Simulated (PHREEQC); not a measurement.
0.023 g of hydrous ferric oxide (600 m²/g; 0.2 weak and 0.005 strong sites per Fe, Dzombak-Morel constants, diffuse double layer) in 1 kg of water with 0.1 mol/kgw of an inert sodium salt and 1.2e-06 mol NaF and 7.7e-08 mol ZnSO4, at 25 °C; the pH is set by adding NaOH or the inert anion's acid. O2 is buffered at 0.21 atm. The system is closed to CO2. Nothing may precipitate in this run.

The series has 17 steps of pH, from 3 to 9.

Equilibrium calculation in PHREEQC: ion-association model, wateq4f.dat.

### Question
Near which pH is half of the S sorbed, and on which side is more sorbed?

### Answer
Near pH 5.1, with more sorbed at lower pH.

### Question
Near which pH is half of the Zn sorbed, and on which side is more sorbed?

### Answer
Near pH 6.6, with more sorbed at higher pH.

The oxide is taken as insoluble; below pH 4 it would dissolve.
